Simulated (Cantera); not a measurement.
An isothermal, constant-pressure homogeneous reactor starts with CH₂O : O₂ : N₂ = 0.028 : 0.02 : 1 (molar parts), at 998 K and 2.10 bar.

Model: GRI-Mech 3.0 (53 species, 325 reactions), integrated in Cantera. Below about 1000 K GRI-Mech 3.0 lacks low-temperature oxidation paths. The temperature is held fixed by assumption; the heat of reaction is taken as removed at once.

x: mole fraction; the columns are a selection and need not sum to one.

```tsv
t (s)	x CH₂O	x O₂	x C₂H₄	x CH₄	x H₂	x CO₂
0.000900	0.0267	0.0191	<1e-12	<1e-12	(withheld)	8.10e-10
0.00259	0.0262	0.0187	<1e-12	1.13e-11	(withheld)	2.33e-7
0.00744	0.0178	0.0133	<1e-12	5.62e-10	(withheld)	6.79e-5
0.0214	9.88e-10	0.00566	<1e-12	2.66e-9	(withheld)	0.00357
0.0615	5.65e-10	0.00474	<1e-12	1.71e-9	(withheld)	0.00469
0.177	4.20e-10	0.00318	<1e-12	6.72e-10	(withheld)	0.00679
0.509	2.60e-10	0.00124	<1e-12	1.23e-10	(withheld)	0.00993
1.46	1.21e-10	5.44e-5	<1e-12	2.82e-11	(withheld)	0.0126
4.21	5.12e-11	4.16e-7	<1e-12	2.83e-11	(withheld)	0.0137
12.1	4.26e-11	2.70e-8	<1e-12	2.84e-11	(withheld)	0.0141
34.8	4.29e-11	3.58e-9	<1e-12	2.84e-11	0.00295	0.0143
100	4.48e-11	4.38e-10	<1e-12	2.84e-11	0.00318	0.0145
```

Q: Some entries are withheld; supply them.

A: 
- 0.000900, x H₂: 3.84e-6
- 0.00259, x H₂: 6.71e-5
- 0.00744, x H₂: 0.00139
- 0.0214, x H₂: 0.00362
- 0.0615, x H₂: 0.00287
- 0.177, x H₂: 0.00184
- 0.509, x H₂: 0.00106
- 1.46, x H₂: 0.00136
- 4.21, x H₂: 0.00230
- 12.1, x H₂: 0.00270
